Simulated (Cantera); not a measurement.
An isothermal, constant-pressure homogeneous reactor starts with CH4 : N2 = 1 : 1.5 (molar parts), at 1623 K and 0.987 atm.

Computed with Cantera and GRI-Mech 3.0 (53 species, 325 reactions). GRI-Mech 3.0 stops at C3 and has no aromatics, soot or wall deposition, so with more carbon than oxygen in the feed, carbon stays in small species such as C2H2 where larger ones or solid carbon would form.

**Question.** Predict: x(CH4) at 10.0 s; x(H2) at 10.0 s; x(C2H4) at 10.0 s; x(HCN) at 10.0 s; x(CH2) at 10.0 s; x(C2H2) at 10.0 s; x(C2H6) at 10.0 s.

**Answer.** 
* **x(CH4) at 10.0 s**: 0.0229 (gas-phase equilibrium 0.0187)
* **x(H2) at 10.0 s**: 0.401 (gas-phase equilibrium 0.407)
* **x(C2H4) at 10.0 s**: 0.00474 (gas-phase equilibrium 0.00309)
* **x(HCN) at 10.0 s**: 4.01e-7 (gas-phase equilibrium 0.0988)
* **x(CH2) at 10.0 s**: 5.36e-9 (gas-phase equilibrium 4.33e-9)
* **x(C2H2) at 10.0 s**: 0.131 (gas-phase equilibrium 0.0841)
* **x(C2H6) at 10.0 s**: 6.92e-6 (gas-phase equilibrium 4.57e-6)
